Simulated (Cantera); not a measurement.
Cantera run, input and output.

```python
import numpy as np
import cantera as ct

gas = ct.Solution("gri30.yaml")
gas.TPX = 1950, 13332, {'NO': 1, 'N2': 4.2}
inlet = ct.Reservoir(gas, clone=True)

reactor = ct.IdealGasConstPressureReactor(gas, energy="off", clone=False)
exhaust = ct.Reservoir(gas, clone=True)
tau = [1.2, 0.61, 0.31, 0.16, 0.084, 0.043, 0.022, 0.012, 0.0059, 0.0031][0]
for a, b in ((inlet, reactor), (reactor, exhaust)):
    ct.MassFlowController(a, b, mdot=lambda t: reactor.mass / tau)
net = ct.ReactorNet([reactor])
show = ['NO', 'N2O', 'N2', 'NO2', 'O', 'O2']

rows = []
print(f"{'tau/s':>10s}{'T/K':>9s}" + "".join(f"{s:>11s}" for s in show))
for tau in [1.2, 0.61, 0.31, 0.16, 0.084, 0.043, 0.022, 0.012, 0.0059, 0.0031]:
    net.initial_time = 0.0
    net.advance(30 * tau)
    before = gas.X
    net.advance(40 * tau)
    drift = np.max(np.abs(gas.X - before) / (gas.X + 1e-9))
    rows.append([gas.T, *gas[show].X, drift])
    print(f"{tau:10.3e}{gas.T:9.1f}" + "".join(f"{x:11.3e}" for x in gas[show].X))
```

It prints:

```
     tau/s      T/K         NO        N2O         N2        NO2          O         O2
 1.200e+00   1950.0  1.757e-01  1.309e-05  8.159e-01  2.632e-05  1.350e-04  8.193e-03
 6.100e-01   1950.0  1.842e-01  1.452e-05  8.117e-01  2.154e-05  1.082e-04  3.987e-03
 3.100e-01   1950.0  1.883e-01  1.522e-05  8.096e-01  1.823e-05  9.166e-05  1.926e-03
 1.600e-01   1950.0  1.903e-01  1.543e-05  8.087e-01  1.612e-05  8.146e-05  9.400e-04
 8.400e-02   1950.0  1.913e-01  1.530e-05  8.082e-01  1.461e-05  7.405e-05  4.575e-04
 4.300e-02   1950.0  1.918e-01  1.479e-05  8.079e-01  1.307e-05  6.621e-05  2.052e-04
 2.200e-02   1950.0  1.920e-01  1.375e-05  8.078e-01  1.105e-05  5.579e-05  8.240e-05
 1.200e-02   1950.0  1.922e-01  1.222e-05  8.077e-01  8.533e-06  4.302e-05  3.065e-05
 5.900e-03   1950.0  1.922e-01  9.702e-06  8.077e-01  5.085e-06  2.612e-05  7.392e-06
 3.100e-03   1950.0  1.923e-01  7.070e-06  8.077e-01  2.552e-06  1.402e-05  1.709e-06
```

Detailed kinetics in Cantera: GRI-Mech 3.0 (53 species, 325 reactions).
